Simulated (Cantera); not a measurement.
Input: 1 mol B, 0.24 mol H₂O, 0.31 mol N₂, at 15.0 Pa.

These are equilibrium values from Cantera (NASA tables, ideal gas, pure condensed phases), not measurements of a reactor. Candidate condensed phases: B, BN, B₂O₃, B₃O₃H₃, H₂O; 39 gas species. Mutual solubility and eutectic melting of coexisting phases are not modelled. Rates play no part.

### Question
Which condensed phases are stable at each of these points (T (K)): 1850, 1875, 1900, 1925, 1950, 1975, 2000, 2025, 2050, 2075, 2100?

### Answer
```csv
T (K),condensed phases,B condensed (%)
1850,B(s) + BN(s),76.0
1875,B(s) + BN(s),76.0
1900,B(s) + BN(s),75.9
1925,B(s) + BN(s),75.9
1950,B(s) + BN(s),75.8
1975,B(s),75.8
2000,B(s),75.7
2025,B(s),75.6
2050,B(s),75.5
2075,B(s),75.4
2100,B(s),75.3
```

From 1850 K to 1950 K the condensed part is B(s) + BN(s). From 1975 K to 2100 K the condensed part is B(s).
